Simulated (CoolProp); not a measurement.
Model: reference Helmholtz-energy equation of state, Zhou 2012, in CoolProp.

For p-xylene, give the phase and the speed of sound (m/s), expansivity (1/kK), conductivity (mW/(m K)), Prandtl number at 245.85 °C and 4.41 MPa; 245.85 °C and 22.1 MPa.


- 245.85 °C and 4.41 MPa: liquid; speed of sound 553, expansivity 1.99, conductivity 85.5, Prandtl number 3.34
- 245.85 °C and 22.1 MPa: liquid; speed of sound 764, expansivity 1.25, conductivity 95.3, Prandtl number 3.76

Viscosity comes from a separate model (Balogun 2015). Thermal conductivity comes from a separate model (Mylona 2014).
